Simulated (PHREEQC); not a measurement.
Make-up at 25 °C: 0.43 mol/kgw SrCl2 and 0.025 mol/kgw KCl. Closed to the air; pH follows from the charge balance.

Computed with PHREEQC (ion-association model, phreeqc.dat).

Question: The ionic strength comes out as 1.31 mol/kgw. What activity coefficients do Sr+2, K+, Cl- get?

Answer: Sr+2 0.24, K+ 0.58, Cl- 0.60.

This is a speciation only: nothing precipitates in the calculation. Ionic strength above about 0.7 mol/kgw puts this run outside the model's range. Species that the database lacks are ignored.
